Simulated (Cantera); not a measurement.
Source: NASA polynomial tables (part measured, part estimated), evaluated in Cantera. Values are per mole of reaction as written; species without (g) are pure solids or liquids, kept so even where they would boil at 1 bar. TaC: taken at fixed stoichiometry.

Task: Between 300 and 3000 K, where is each reaction favourable under standard conditions?
- CH4(g) + 3 TaC = 2 C2H2(g) + 3 Ta

Result: 
- CH4(g) + 3 TaC = 2 C2H2(g) + 3 Ta: ΔG° is 899 kJ at 300 K and 325 kJ at 3000 K; it stays positive (K < 1). ΔH° is 926 kJ and ΔS° 200 J/K at 3000 K.
